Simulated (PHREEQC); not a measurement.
A solution holds 0.086 mol/kgw HF, 0.059 mol/kgw CsF and 4.6e-05 mol/kgw H2SiF6, at 25 °C. Closed to the air; pH follows from the charge balance.

All values are PHREEQC results (ion-association model, wateq4f.dat), not measurements.

The ionic strength comes out as 0.0602 mol/kgw. What activity coefficients do F-, HF2-, Cs+, SiF6-2, H+ get?

F- 0.80, HF2- 0.80, Cs+ 0.81, SiF6-2 0.44, H+ 0.85.

Precipitation was switched off in this run. wateq4f.dat counts part of the HF as a dimer, H2F2, which phreeqc.dat doesn't know; its constant is uncertain. SiF6-2 is the database's only silicon fluoride.
